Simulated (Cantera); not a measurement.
# HI + O₂ + H₂ (abatement and gas-phase synthesis)

Input: 1 mol HI, a varied amount of O₂, 1.4 mol H₂, equilibrated at 1375 K and 0.133 bar.

Equilibrium computed with Cantera from the NASA thermochemical tables; the gas is ideal and each condensed phase is pure. Candidate condensed phases: H₂O, I₂; 12 gas species. Rates play no part.

From 0.085 mol O₂ to 1.1 mol O₂ nothing is condensed.

| n(O₂) (mol) | x H₂O | x H₂ | x I | x HI | x O₂ | x I₂ | x OH |
|---|---|---|---|---|---|---|---|
| 0.085 | 0.0658 | 0.552 | 0.141 | 0.235 | <1e-12 | 0.00544 | 1.50e-8 |
| 0.17 | 0.131 | 0.488 | 0.146 | 0.229 | <1e-12 | 0.00581 | 3.17e-8 |
| 0.26 | 0.200 | 0.421 | 0.152 | 0.221 | <1e-12 | 0.00628 | 5.21e-8 |
| 0.35 | 0.269 | 0.355 | 0.158 | 0.212 | <1e-12 | 0.00685 | 7.62e-8 |
| 0.44 | 0.336 | 0.289 | 0.166 | 0.201 | <1e-12 | 0.00755 | 1.06e-7 |
| 0.53 | 0.403 | 0.226 | 0.176 | 0.187 | 2.24e-12 | 0.00844 | 1.43e-7 |
| 0.62 | 0.468 | 0.164 | 0.188 | 0.171 | 5.73e-12 | 0.00963 | 1.95e-7 |
| 0.71 | 0.531 | 0.106 | 0.203 | 0.148 | 1.78e-11 | 0.0113 | 2.76e-7 |
| 0.79 | 0.585 | 0.0582 | 0.223 | 0.121 | 7.09e-11 | 0.0135 | 4.10e-7 |
| 0.88 | 0.639 | 0.0153 | 0.256 | 0.0711 | 1.23e-9 | 0.0179 | 8.73e-7 |
| 0.97 | 0.666 | 6.47e-6 | 0.300 | 0.00171 | 0.00744 | 0.0246 | 4.42e-5 |
| 1.1 | 0.637 | 2.37e-6 | 0.289 | 0.000999 | 0.0505 | 0.0228 | 6.98e-5 |
x: gas mole fraction; nothing condenses.
